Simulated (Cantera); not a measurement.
# Thermodynamics of fluorocarbon and chlorocarbon gases, feed c-C4F8 + Si

Input: 1 mol c-C4F8, 0.072 mol Si, at 950 K and 1.00 Torr.

These are equilibrium values from Cantera (NASA tables, ideal gas, pure condensed phases), not measurements of a reactor. Candidate condensed phases: C, Si, SiC; 23 gas species. The feed counts by its element totals alone. Gases not in the tables: C2F6 and larger saturated fluorocarbons. Equilibrium is a limit: real reactors are often held back by kinetics, nucleation or transport.

The x(CF4) comes out as 0.964 and the x(SiF4) is 0.0360. The n(C(graphite)) is 2.07 mol and the gas amount is 2.000 mol. The log10 activity of Si(s) (absent) is -39.35.
